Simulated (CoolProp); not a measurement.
Vapour-liquid equilibrium of propane (1) + R245fa (2) at 0.559 MPa; x and y are mole fractions of (1).

Values from CoolProp's multi-fluid Helmholtz-energy mixture model, Lemmon 2009 and Akasaka 2015; pair parameters Bell 2016.

```
x     bubble temperature, mixture model (°C)  bubble temperature, Raoult's law (°C)  y, mixture model  y, Raoult's law
----  --------------------------------------  -------------------------------------  ----------------  ---------------
0.05                                    50.6                                   60.9             0.369            0.193
0.15                                    28.2                                   50.6             0.708            0.466
0.25                                    17.9                                   42.0             0.810            0.641
0.35                                    13.5                                   34.7             0.846            0.756
0.45                                    11.5                                   28.4             0.862            0.835
0.55                                    10.4                                   23.0             0.872            0.889
0.65                                       ?                                   18.2             0.882            0.928
0.75                                       ?                                   14.1             0.897            0.956
0.85                                       ?                                   10.3                 ?            0.978
0.95                                     6.0                                    7.0             0.966            0.994
```

### Question
Some entries are withheld; supply them.

### Answer

- 0.65, bubble temperature, mixture model (°C): 9.5
- 0.75, bubble temperature, mixture model (°C): 8.4
- 0.85, bubble temperature, mixture model (°C): 7.2
- 0.85, y, mixture model: 0.922

The largest gap from Raoult's law is -24.1 K in bubble temperature, at x = 0.25. No azeotrope shows between x = 0.05 and 0.95.

Pair parameters are fitted to limited data, so mixtures are less certain than the pure fluids. With so large a gap from Raoult's law the liquid may split in two, which this calculation doesn't test in full.
